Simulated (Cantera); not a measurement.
What does this Cantera script print?

```python
import numpy as np
import cantera as ct

gas_names = """
    CL CL2 H HCL H2 N NH NH2 NH3 N2 N2H2 N2H4 Si SiCL SiCL2 SiCL3 SiCL4 SiH SiHCL3 SiH2 SiH2CL2 SiH3
    SiH3CL SiH4 SiN Si2 Si2N Si3
""".split()
cond_names = """
    NH4CL(a) NH4CL(b) Si(cr) Si(L) Si3N4(a)
""".split()


# ... load() reads the species with a 1 bar reference pressure and builds the phases ...
atoms = {
    'SiCl4': {'Si': 1, 'CL': 4},
    'NH3': {'N': 1, 'H': 3},
    'N2': {'N': 2},
}
top_T = {'Si3N4(a)': 2400}  # K; cautious upper limits of use, not melting points


# ... equilibrate(T, P, feed) seeds the gas with the atoms and calls Mixture.equilibrate('TP', solver="vcs", rtol=1e-11, max_steps=5000) ...
results = []
feed = {'SiCl4': 1, 'NH3': 0.77, 'N2': 66}  # mol
T = 1098.15  # K
P = 260  # Pa
mix = equilibrate(T, P, feed)
results.append((T, P, feed, dict(zip(mix.species_names, mix.species_moles))))
print(gas.report(threshold=1e-05))
for i in range(1, mix.n_phases):
    print(f"{mix.phase(i).name:16s} {mix.phase_moles(i):12.5e} mol")
```

Result:

```
       temperature   1098.2 K
          pressure   260 Pa
           density   0.00083213 kg/m^3
  mean mol. weight   29.222 kg/kmol
   phase of matter   gas

                          1 kg             1 kmol
                     ---------------   ---------------
          enthalpy        6.0424e+05        1.7657e+07  J
   internal energy        2.9179e+05        8.5269e+06  J
           entropy            9708.3         2.837e+05  J/K
    Gibbs function       -1.0057e+07       -2.9389e+08  J
 heat capacity c_p            1151.7             33655  J/K
 heat capacity c_v            867.17             25341  J/K

                      mass frac. Y      mole frac. X     chem. pot. / RT
                     ---------------   ---------------   ---------------
               HCL          0.037305          0.029901           -44.092
                H2        0.00012791         0.0018541           -29.986
                N2           0.92136            0.9611           -31.101
             SiCL2        0.00016764        4.9491e-05           -71.952
             SiCL3        0.00071882        0.00015625           -101.05
             SiCL4          0.040289         0.0069302           -130.15
     [  +22 minor]        2.9385e-05        6.5846e-06

Si(cr)            0.00000e+00 mol
Si3N4(a)          1.69733e-01 mol
```

These are equilibrium values from Cantera (NASA tables, ideal gas, pure condensed phases), not measurements of a reactor. The tables' values for SiCl3 are old estimates; treat these amounts as uncertain.
